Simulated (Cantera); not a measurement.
## Low-pressure radical oxidation in H2/O2

An isothermal, constant-pressure homogeneous reactor starts with H2 : O2 = 0.022 : 1 (molar parts), equivalence ratio 0.011, at 1300 K and 0.0133 bar.

Cantera simulation using the H2/O2 subset of GRI-Mech 3.0, which has no nitrogen chemistry; the numbers are that mechanism's predictions, not measurements. Radical loss at walls, strong at low pressure, is not modelled.

```csv
t (s),x H2,x O2,x H,x OH,x O,x H2O,x HO2
4.00e-6,0.0215,0.978,4.13e-10,3.00e-11,3.01e-11,<1e-12,4.43e-10
1.59e-5,0.0215,0.978,1.36e-9,4.08e-10,4.15e-10,1.74e-11,1.76e-9
6.34e-5,0.0215,0.978,3.38e-9,4.12e-9,4.40e-9,7.68e-10,7.02e-9
0.000252,0.0215,0.978,1.15e-8,3.46e-8,4.20e-8,2.56e-8,2.80e-8
0.00100,0.0215,0.978,4.97e-7,1.87e-6,2.46e-6,2.85e-6,1.15e-7
0.00400,0.000771,0.960,0.00196,0.00305,0.0160,0.0183,1.51e-6
0.0159,0.000165,0.961,0.00131,0.00208,0.0161,0.0197,1.19e-6
0.0634,0.000120,0.966,0.000800,0.00178,0.0116,0.0202,1.04e-6
0.252,4.61e-5,0.973,0.000183,0.00111,0.00430,0.0210,6.56e-7
1.00,7.00e-6,0.977,1.07e-5,0.000433,0.000642,0.0215,2.10e-7
4.00,7.10e-7,0.978,3.43e-7,0.000138,6.48e-5,0.0217,3.91e-8
```
x: mole fraction; the columns are a selection and need not sum to one.

Equilibrium at this temperature and pressure: H2 1.66e-8, O2 0.978, H 1.24e-9, OH 2.12e-5, O 1.53e-6, H2O 0.0217, HO2 1.88e-8 (gas phase only).
